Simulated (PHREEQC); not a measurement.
Synthetic water in mmol/kgw, 25 °C, pH 6.72, pe 8.3: Na 0.219; K 0.000246; Ca 0.0575; Mg 0.00231; Cl 0.156; S(6) 0.032; Alkalinity (meq/kgw) 0.116; Zn 0.000274; Br 0.000706.

Valence states are taken as typed.

All values are PHREEQC results (ion-association model, wateq4f.dat), not measurements.

Precipitation was switched off in this run.

Q: Predict the charge-balance error.

A: charge-balance error 0.4 %.

Q: In which forms is C present?

A: HCO3- 70 %, CO2 29 % of the C.
